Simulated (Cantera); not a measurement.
Cantera with NASA thermochemical tables; ideal gases at 1 bar, condensed phases pure. Values are per mole of reaction as written; species without (g) are pure solids or liquids, kept so even where they would boil at 1 bar.

Ta + 2 CH3OH(g) + 2 C2H2(g) = 3 C2H4(g) + TaO2(g)

```json
[
 {"T (K)": "2148", "ΔH° (kJ)": "___", "ΔS° (J/K)": "___", "ΔG° (kJ)": "___", "log10 K": "___"},
 {"T (K)": "2198", "ΔH° (kJ)": "-114.6", "ΔS° (J/K)": "-8.7", "ΔG° (kJ)": "-95.5", "log10 K": "2.27"},
 {"T (K)": "2248", "ΔH° (kJ)": "-115.1", "ΔS° (J/K)": "-8.9", "ΔG° (kJ)": "-95.0", "log10 K": "2.21"},
 {"T (K)": "2298", "ΔH° (kJ)": "-115.5", "ΔS° (J/K)": "-9.1", "ΔG° (kJ)": "-94.6", "log10 K": "2.15"},
 {"T (K)": "2348", "ΔH° (kJ)": "___", "ΔS° (J/K)": "___", "ΔG° (kJ)": "___", "log10 K": "___"},
 {"T (K)": "2398", "ΔH° (kJ)": "-116.5", "ΔS° (J/K)": "-9.5", "ΔG° (kJ)": "-93.6", "log10 K": "2.04"}
]
```

**Question.** Complete the blanks.

**Answer.** 
- 2148, ΔH° (kJ): -114.2
- 2148, ΔS° (J/K): -8.5
- 2148, ΔG° (kJ): -95.9
- 2148, log10 K: 2.33
- 2348, ΔH° (kJ): -116.0
- 2348, ΔS° (J/K): -9.3
- 2348, ΔG° (kJ): -94.1
- 2348, log10 K: 2.09
